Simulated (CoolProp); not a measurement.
Vapour-liquid equilibrium of CHF3 (R23) (1) + C2F6 (R116) (2) at 236.4 K; x and y are mole fractions of (1).

The numbers come from the multi-fluid Helmholtz-energy mixture model, Penoncello 2003 and Lemmon 2006; pair parameters Bell 2016 in CoolProp.

| x | bubble pressure, mixture model (MPa) | bubble pressure, Raoult's law (MPa) | y, mixture model | y, Raoult's law |
|---|---|---|---|---|
| 0.05 | 0.6831 | 0.6159 | 0.135 | 0.065 |
| 0.2 | 0.8352 | 0.6443 | 0.356 | 0.247 |
| 0.35 | 0.9137 | 0.6726 | 0.473 | 0.414 |
| 0.5 | 0.9505 | 0.7010 | 0.557 | 0.567 |
| 0.65 | 0.9583 | 0.7294 | 0.635 | 0.709 |
| 0.8 | 0.9334 | 0.7578 | 0.734 | 0.840 |
| 0.95 | 0.8481 | 0.7862 | 0.904 | 0.961 |

The largest gap from Raoult's law is +35.8 % in bubble pressure, at x = 0.35. y crosses x between x = 0.5 and 0.65: the model has an azeotrope there.

The pair parameters rest on a limited set of measurements; away from them the model extrapolates.
